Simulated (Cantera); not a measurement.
Input: 1 mol SiH2Cl2, 12 mol NO, 1.1 mol N2, held at 1548 K and 0.0100 bar.

Equilibrium computed with Cantera from the NASA thermochemical tables; the gas is ideal and each condensed phase is pure. The tables hold silica as quartz up to 1696 K and as liquid above; real silica turns to tridymite and cristobalite and melts near 1996 K. Rates play no part.

```tsv
species	before	after
N2	0.499	0.497
O2	0.344	0.339
HCl	0.110	0.0999
Cl	0.0282	0.0394
H2O	0.0153	0.0200
O	4.47e-5	0.000199
OH	0.000164	0.000488
Cl2	0.00125	0.000549
NO	0.00156	0.00266
ClO	3.84e-5	4.61e-5
SiO2(β-quartz), mol	1.00	1.00
```
Gas species are given as mole fractions.

Problem. What was changed between the two runs?
(A) temperature from 1548 K to 898.15 K
(B) temperature from 1548 K to 1675 K
(C) temperature from 1548 K to 898 K
(D) pressure from 0.0100 bar to 0.0590 bar

Solution. B, temperature from 1548 K to 1675 K
